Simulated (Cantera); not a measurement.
A Cantera script and what it prints.

```python
import numpy as np
import cantera as ct

gas_names = [...]  # 109 gases of nasa_gas.yaml made of C, Cl, H, Si
cond_names = """
    C(gr) C6H6(L) C7H8(L) C8H18(L),n-octa Si(cr) Si(L) SiC(b)
""".split()


# ... load() reads the species with a 1 bar reference pressure and builds the phases ...
atoms = {
    'SiCl4': {'Si': 1, 'CL': 4},
    'CH4': {'C': 1, 'H': 4},
    'H2': {'H': 2},
}
top_T = {'C(gr)': 4500, 'SiC(b)': 3050}  # K; cautious upper limits of use, not melting points


# ... equilibrate(T, P, feed) seeds the gas with the atoms and calls Mixture.equilibrate('TP', solver="vcs", rtol=1e-11, max_steps=5000) ...
results = []
T = 1423.15  # K
P = 133.322  # Pa
for m in [0.029, 0.041, 0.059, 0.084, 0.12, 0.17, 0.24, 0.35, 0.5, 0.72, 1, 1.5, 2.1]:
    feed = {'SiCl4': 1, 'CH4': m, 'H2': 7.1}  # mol
    mix = equilibrate(T, P, feed)
    results.append((T, P, feed, dict(zip(mix.species_names, mix.species_moles))))
    x = sorted(zip(gas.X, gas.species_names), reverse=True)
    print(f"T = {T:g} K  P = {P:g} Pa  n(CH4) = {m:g} mol  gas = {mix.phase_moles(0):.4g} mol")
    print("   x: " + "  ".join(f"{s} {v:.3e}" for v, s in x if v > 0.001))
    print("   condensed (mol): " + ("  ".join(f"{mix.phase(i).name} {mix.phase_moles(i):.4g}"
          for i in range(1, mix.n_phases) if mix.phase_moles(i) > 1e-12) or "none"))
```

It prints:

```
T = 1423.15 K  P = 133.322 Pa  n(CH4) = 0.029 mol  gas = 9.132 mol
   x: H2 6.738e-01  HCL 2.197e-01  SiCL2 1.013e-01  SiCL3 4.157e-03
   condensed (mol): SiC(b) 0.029
T = 1423.15 K  P = 133.322 Pa  n(CH4) = 0.041 mol  gas = 9.156 mol
   x: H2 6.734e-01  HCL 2.217e-01  SiCL2 9.975e-02  SiCL3 4.133e-03
   condensed (mol): SiC(b) 0.041
T = 1423.15 K  P = 133.322 Pa  n(CH4) = 0.059 mol  gas = 9.192 mol
   x: H2 6.727e-01  HCL 2.248e-01  SiCL2 9.742e-02  SiCL3 4.094e-03
   condensed (mol): SiC(b) 0.059
T = 1423.15 K  P = 133.322 Pa  n(CH4) = 0.084 mol  gas = 9.242 mol
   x: H2 6.717e-01  HCL 2.290e-01  SiCL2 9.422e-02  SiCL3 4.036e-03
   condensed (mol): SiC(b) 0.084
T = 1423.15 K  P = 133.322 Pa  n(CH4) = 0.12 mol  gas = 9.315 mol
   x: H2 6.704e-01  HCL 2.350e-01  SiCL2 8.968e-02  SiCL3 3.946e-03
   condensed (mol): SiC(b) 0.12
T = 1423.15 K  P = 133.322 Pa  n(CH4) = 0.17 mol  gas = 9.415 mol
   x: H2 6.685e-01  HCL 2.432e-01  SiCL2 8.350e-02  SiCL3 3.808e-03
   condensed (mol): SiC(b) 0.17
T = 1423.15 K  P = 133.322 Pa  n(CH4) = 0.24 mol  gas = 9.556 mol
   x: H2 6.659e-01  HCL 2.544e-01  SiCL2 7.511e-02  SiCL3 3.591e-03
   condensed (mol): SiC(b) 0.24
T = 1423.15 K  P = 133.322 Pa  n(CH4) = 0.35 mol  gas = 9.778 mol
   x: H2 6.618e-01  HCL 2.715e-01  SiCL2 6.250e-02  SiCL3 3.198e-03
   condensed (mol): SiC(b) 0.35
T = 1423.15 K  P = 133.322 Pa  n(CH4) = 0.5 mol  gas = 10.08 mol
   x: H2 6.565e-01  HCL 2.937e-01  SiCL2 4.635e-02  SiCL3 2.577e-03
   condensed (mol): SiC(b) 0.5
T = 1423.15 K  P = 133.322 Pa  n(CH4) = 0.72 mol  gas = 10.53 mol
   x: H2 6.488e-01  HCL 3.243e-01  SiCL2 2.464e-02  SiCL3 1.521e-03
   condensed (mol): SiC(b) 0.72
T = 1423.15 K  P = 133.322 Pa  n(CH4) = 1 mol  gas = 11.1 mol
   x: H2 6.432e-01  HCL 3.532e-01  SiCL2 3.105e-03
   condensed (mol): C(gr) 0.03743  SiC(b) 0.9625
T = 1423.15 K  P = 133.322 Pa  n(CH4) = 1.5 mol  gas = 12.1 mol
   x: H2 6.722e-01  HCL 3.249e-01  SiCL2 2.513e-03
   condensed (mol): C(gr) 0.5327  SiC(b) 0.9672
T = 1423.15 K  P = 133.322 Pa  n(CH4) = 2.1 mol  gas = 13.3 mol
   x: H2 7.014e-01  HCL 2.963e-01  SiCL2 2.003e-03
   condensed (mol): C(gr) 1.128  SiC(b) 0.9715
```

Cantera equilibrium calculation (NASA polynomials, part measured and part estimated; ideal gas, pure solids and liquids). The tables' values for SiCl3 are old estimates; treat these amounts as uncertain.
